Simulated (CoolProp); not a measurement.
Values from CoolProp's reference Helmholtz-energy equation of state, Lemmon 2009.

### Question
For propane, give the phase and the cv (kJ/(kg K)), speed of sound (m/s), viscosity (µPa s), conductivity (mW/(m K)) at 291.9 K and 159 bar; 359.9 K and 159 bar.

### Answer
- 291.9 K and 159 bar: liquid; cv 1.65, speed of sound 965, viscosity 129, conductivity 110
- 359.9 K and 159 bar: liquid; cv 1.91, speed of sound 649, viscosity 75.5, conductivity 86.5

Viscosity comes from a separate model (Vogel 1998). Thermal conductivity comes from a separate model (Marsh 2002).
